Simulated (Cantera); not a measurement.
Equilibrium for chemical vapour transport: Fe3O4 + HCl + O2

Feed: 1 mol Fe3O4, 0.041 mol HCl, a varied amount of O2, at 1573 K and 140000 Pa.

These are equilibrium values from Cantera (NASA tables, ideal gas, pure condensed phases), not measurements of a reactor. Candidate condensed phases: Fe, FeCl2, FeCl3, FeO, Fe(OH)2, Fe(OH)3, Fe2O3, Fe3O4, H2O; 22 gas species. Kinetics and transport are ignored.

```tsv
n(O2) (mol)	x O2	x HCl	x H2O	x Cl2	x FeCl2	x Cl	x FeCl3	n Fe2O3(s)
0.3	0.544	0.305	0.0747	0.0271	0.0248	0.0130	0.0108	1.50
0.38	0.756	0.161	0.0399	0.0167	0.0119	0.0102	0.00408	1.50
0.47	0.839	0.105	0.0262	0.0113	0.00748	0.00840	0.00211	1.50
0.59	0.889	0.0715	0.0181	0.00785	0.00496	0.00699	0.00117	1.50
0.73	0.918	0.0520	0.0133	0.00573	0.00353	0.00597	0.000709	1.50
0.92	0.940	0.0378	0.00988	0.00415	0.00251	0.00508	0.000430	1.50
1.1	0.952	0.0300	0.00796	0.00327	0.00196	0.00451	0.000297	1.50
1.4	0.964	0.0223	0.00604	0.00239	0.00142	0.00385	0.000184	1.50
1.8	0.973	0.0165	0.00459	0.00173	0.00102	0.00329	0.000113	1.50
```
x: gas mole fraction; n: condensed amount in mol.

From 0.3 mol O2 to 1.8 mol O2 the condensed part is Fe2O3(s). The main Fe-bearing gas is FeCl2 throughout.
